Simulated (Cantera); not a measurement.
A closed system holds: 1 mol Si, 4.3 mol NF3, a varied amount of H2, equilibrated at 1125 K and 16000 Pa.

Equilibrium computed with Cantera from the NASA thermochemical tables; the gas is ideal and each condensed phase is pure. Candidate condensed phases: Si, Si3N4; 37 gas species. The numbers say what is thermodynamically allowed, not how fast it happens.

x: gas mole fraction; nothing condenses.

| n(H2) (mol) | x H2 | x HF | x F | x F2 | x N2 | x SiF4 | x NF3 |
|---|---|---|---|---|---|---|---|
| 0.2 | <1e-12 | 0.0417 | 0.374 | 0.255 | 0.224 | 0.104 | 0.000715 |
| 0.32 | <1e-12 | 0.0661 | 0.365 | 0.243 | 0.222 | 0.103 | (withheld) |
| 0.52 | <1e-12 | 0.106 | 0.350 | 0.224 | 0.218 | 0.102 | (withheld) |
| 0.82 | <1e-12 | 0.163 | 0.328 | 0.196 | 0.213 | 0.0994 | (withheld) |
| 1.3 | <1e-12 | 0.250 | 0.292 | 0.156 | 0.206 | 0.0960 | (withheld) |
| 2.1 | <1e-12 | 0.383 | 0.232 | 0.0982 | 0.196 | 0.0912 | (withheld) |
| 3.3 | <1e-12 | 0.565 | 0.133 | 0.0322 | 0.184 | 0.0857 | (withheld) |
| 5.3 | 0.0659 | 0.690 | <1e-12 | <1e-12 | 0.167 | 0.0775 | <1e-12 |
| 8.4 | 0.247 | 0.556 | <1e-12 | <1e-12 | 0.134 | 0.0625 | <1e-12 |
| 13 | 0.415 | 0.432 | <1e-12 | <1e-12 | 0.104 | 0.0485 | <1e-12 |
| 21 | 0.579 | 0.311 | <1e-12 | <1e-12 | 0.0752 | 0.0350 | <1e-12 |
| 34 | 0.710 | 0.214 | <1e-12 | <1e-12 | 0.0517 | 0.0240 | <1e-12 |

Problem. Fill in the missing entries.

Solution. 
- 0.32, x NF3: 0.000662
- 0.52, x NF3: 0.000579
- 0.82, x NF3: 0.000470
- 1.3, x NF3: 0.000327
- 2.1, x NF3: 0.000159
- 3.3, x NF3: 2.90e-5
